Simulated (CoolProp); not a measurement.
Computed with CoolProp (reference Helmholtz-energy equation of state, Wagner 2002).

Task: For water, give the phase and the Z, cp (kJ/(kg K)), conductivity (mW/(m K)), fugacity coefficient at 415.55 °C and 2660 kPa; 35.35 °C and 100000 kPa.

Result: 
- 415.55 °C and 2660 kPa: gas; Z 0.968, cp 2.24, conductivity 59.2, fugacity coefficient 0.969
- 35.35 °C and 100000 kPa: liquid; Z 0.679, cp 3.99, conductivity 669, fugacity coefficient 0.000114

Thermal conductivity comes from a separate model (Huber 2012).
